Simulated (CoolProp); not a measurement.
Vapour-liquid equilibrium of R143a (1) + R152A (2) at 0.017 bar; x and y are mole fractions of (1).

The numbers come from the multi-fluid Helmholtz-energy mixture model, Lemmon and Jacobsen 2000 and Outcalt 1996; pair parameters Bell 2016 in CoolProp.

```csv
x,bubble temperature (°C),y at the bubble point,dew temperature at overall composition x (°C),liquid density (mol/L)
0.05,-91.8,0.278,-89.3,17.20
0.125,-95.1,0.508,-90.1,17.12
0.2,-97.4,0.637,-90.9,17.02
0.275,-99.1,0.719,-91.8,16.91
0.35,-100.5,0.777,-92.8,16.79
0.425,-101.6,0.821,-93.8,16.67
0.5,-102.6,0.855,-95.0,16.54
0.575,-103.5,0.884,-96.2,16.41
0.65,-104.2,0.908,-97.6,16.28
0.725,-104.9,0.931,-99.2,16.16
0.8,-105.6,0.951,-101.1,16.03
0.875,-106.2,0.970,-103.2,15.91
0.95,-106.9,0.988,-105.6,15.78
```

No azeotrope shows between x = 0.05 and 0.95.

Pair parameters are fitted to limited data, so mixtures are less certain than the pure fluids.
